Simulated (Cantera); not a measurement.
Input (Python, Cantera) and output of one run.

```python
import numpy as np
import cantera as ct

gas_names = """
    C CH CH2 CH3 CH2OH CH3O CH4 CH3OH CN CO CO2 COOH C2 C2H CHCO,ketyl C2H2,acetylene C2H2,vinylidene
    CH2CO,ketene C2H3,vinyl CH3CN CH3CO,acetyl C2H4 C2H4O,ethylen CH3CHO,ethanal CH3COOH (HCOOH)2 C2H5
    C2H6 CH3OCH3 C2H5OH CCN CNC C2N2 C2O C3 C3H3,propargyl C3H4,allene C3H4,propyne C3H4,cyclo-
    C3H5,allyl C3H6,propylene C3H6,cyclo- C3H6O C3H7,n-propyl C3H7,i-propyl C3H8 C3H8O,1propanol
    C3H8O,2propanol C3O2 C4 C4H2 C4H4,1,3-cyclo- C4H6,butadiene C4H6,2-butyne C4H6,cyclo- C4H8,1-butene
    C4H8,cis2-buten C4H8,tr2-butene C4H8,isobutene C4H8,cyclo- (CH3COOH)2 C4H9,n-butyl C4H9,i-butyl
    C4H9,s-butyl C4H9,t-butyl C4H10,isobutane C4H10,n-butane C4N2 C5 C5H6,1,3cyclo- C5H8,cyclo-
    C5H10,1-pentene C5H10,cyclo- C5H11,pentyl C5H11,t-pentyl C5H12,n-pentane C5H12,i-pentane
    CH3C(CH3)2CH3 C6H2 C6H5,phenyl C6H5O,phenoxy C6H6 C6H5OH,phenol C6H10,cyclo- C6H12,1-hexene
    C6H12,cyclo- C6H13,n-hexyl C7H7,benzyl C7H8 C7H8O,cresol C7H14,1-heptene C7H15,n-heptyl
    C7H16,n-heptane C8H8,styrene C8H10,ethylbenz C8H16,1-octene C8H17,n-octyl C8H18,isooctane
    C8H18,n-octane C9H19,n-nonyl C10H8,naphthale C10H21,n-decyl C12H9,o-bipheny C12H10,bipheny H HCN HCO
    HCCN HNC HNCO HNO HNO2 HNO3 HO2 H2 HCHO,formaldehy HCOOH H2O H2O2 N NCO NH NH2 NH3 NH2OH NO NO2 NO3
    N2 N2H2 N2H4 N2O O OH O2 O3
""".split()
cond_names = """
    C(gr) C6H6(L) C7H8(L) C8H18(L),n-octa H2O(s) H2O(L)
""".split()


def load(file, names, dense=False):
    # The tables refer to 1 bar. Condensed volumes are neglected.
    table = {s.name: s for s in ct.Species.list_from_file(file)}
    out = []
    for n in names:
        d = dict(table[n].input_data)
        d["thermo"] = dict(d["thermo"], **{"reference-pressure": 1e5})
        if dense:
            d["equation-of-state"] = {"model": "constant-volume", "density": "1e6 g/cm^3"}
        out.append(ct.Species.from_dict(d))
    return out


gas = ct.Solution(thermo="ideal-gas", species=load("nasa_gas.yaml", gas_names))
cond = {s.name: ct.Solution(thermo="fixed-stoichiometry", species=[s], name=s.name)
        for s in load("nasa_condensed.yaml", cond_names, dense=True)}
atoms = {
    'C3H6': {'C': 3, 'H': 6},
    'O2': {'O': 2},
    'N2': {'N': 2},
    'CO2': {'C': 1, 'O': 2},
}
top_T = {'C(gr)': 4500}  # K; cautious upper limits of use, not melting points


def equilibrate(T, P, feed):
    n = {}
    for name, mol in feed.items():
        for a, k in atoms[name].items():
            n[a] = n.get(a, 0.0) + k * mol
    gas.TPX = T, P, n
    mass = sum(n.values()) * gas.mean_molecular_weight
    gas.equilibrate("TP")
    valid = [c for c in cond.values() if c.min_temp <= T <= top_T.get(c.name, c.max_temp)]
    mix = ct.Mixture([(gas, mass / gas.mean_molecular_weight)] + [(c, 0.0) for c in valid])
    mix.T, mix.P = T, P
    mix.equilibrate("TP", solver="vcs", rtol=1e-11, max_steps=5000)
    return mix


results = []
feed = {'C3H6': 1, 'O2': 0.35, 'N2': 19, 'CO2': 3.2}  # mol
P = 7200000  # Pa
for T in [1198, 1223, 1248, 1273, 1298, 1323, 1348, 1373, 1398, 1423, 1448]:
    mix = equilibrate(T, P, feed)
    results.append((T, P, feed, dict(zip(mix.species_names, mix.species_moles))))
    x = sorted(zip(gas.X, gas.species_names), reverse=True)
    print(f"T = {T:g} K  P = {P:g} Pa  gas = {mix.phase_moles(0):.4g} mol")
    print("   x: " + "  ".join(f"{s} {v:.3e}" for v, s in x if v > 1e-05))
    print("   condensed (mol): " + ("  ".join(f"{mix.phase(i).name} {mix.phase_moles(i):.4g}"
          for i in range(1, mix.n_phases) if mix.phase_moles(i) > 1e-12) or "none"))
```

It prints:

```
T = 1198 K  P = 7.2e+06 Pa  gas = 27.28 mol
   x: N2 6.964e-01  CO 1.629e-01  H2 7.395e-02  CO2 3.716e-02  H2O 2.303e-02  CH4 6.315e-03  NH3 2.331e-04  HCN 1.654e-05
   condensed (mol): C(gr) 0.569
T = 1223 K  P = 7.2e+06 Pa  gas = 27.54 mol
   x: N2 6.897e-01  CO 1.764e-01  H2 7.735e-02  CO2 3.082e-02  H2O 1.974e-02  CH4 5.740e-03  NH3 2.213e-04  HCN 2.210e-05
   condensed (mol): C(gr) 0.3338
T = 1248 K  P = 7.2e+06 Pa  gas = 27.78 mol
   x: N2 6.838e-01  CO 1.883e-01  H2 8.047e-02  CO2 2.522e-02  H2O 1.678e-02  CH4 5.198e-03  NH3 2.093e-04  HCN 2.914e-05
   condensed (mol): C(gr) 0.1216
T = 1273 K  P = 7.2e+06 Pa  gas = 27.95 mol
   x: N2 6.796e-01  CO 1.960e-01  H2 8.324e-02  CO2 2.148e-02  H2O 1.510e-02  CH4 4.337e-03  NH3 1.974e-04  HCN 3.514e-05
   condensed (mol): none
T = 1298 K  P = 7.2e+06 Pa  gas = 28.02 mol
   x: N2 6.780e-01  CO 1.980e-01  H2 8.536e-02  CO2 2.008e-02  H2O 1.519e-02  CH4 3.112e-03  NH3 1.849e-04  HCN 3.640e-05
   condensed (mol): none
T = 1323 K  P = 7.2e+06 Pa  gas = 28.07 mol
   x: N2 6.768e-01  CO 1.996e-01  H2 8.686e-02  CO2 1.898e-02  H2O 1.532e-02  CH4 2.206e-03  NH3 1.718e-04  HCN 3.710e-05
   condensed (mol): none
T = 1348 K  P = 7.2e+06 Pa  gas = 28.11 mol
   x: N2 6.759e-01  CO 2.009e-01  H2 8.787e-02  CO2 1.811e-02  H2O 1.550e-02  CH4 1.551e-03  NH3 1.589e-04  HCN 3.732e-05
   condensed (mol): none
T = 1373 K  P = 7.2e+06 Pa  gas = 28.13 mol
   x: N2 6.753e-01  CO 2.018e-01  H2 8.850e-02  CO2 1.740e-02  H2O 1.571e-02  CH4 1.088e-03  NH3 1.465e-04  HCN 3.718e-05
   condensed (mol): none
T = 1398 K  P = 7.2e+06 Pa  gas = 28.15 mol
   x: N2 6.748e-01  CO 2.026e-01  H2 8.886e-02  CO2 1.682e-02  H2O 1.595e-02  CH4 7.642e-04  NH3 1.349e-04  HCN 3.679e-05
   condensed (mol): none
T = 1423 K  P = 7.2e+06 Pa  gas = 28.17 mol
   x: N2 6.745e-01  CO 2.032e-01  H2 8.902e-02  CO2 1.632e-02  H2O 1.621e-02  CH4 5.392e-04  NH3 1.242e-04  HCN 3.625e-05
   condensed (mol): none
T = 1448 K  P = 7.2e+06 Pa  gas = 28.17 mol
   x: N2 6.743e-01  CO 2.037e-01  H2 8.906e-02  H2O 1.647e-02  CO2 1.590e-02  CH4 3.830e-04  NH3 1.145e-04  HCN 3.561e-05
   condensed (mol): none
```

Cantera equilibrium calculation (NASA polynomials, part measured and part estimated; ideal gas, pure solids and liquids). The ideal-gas law is rough above about 30 bar.
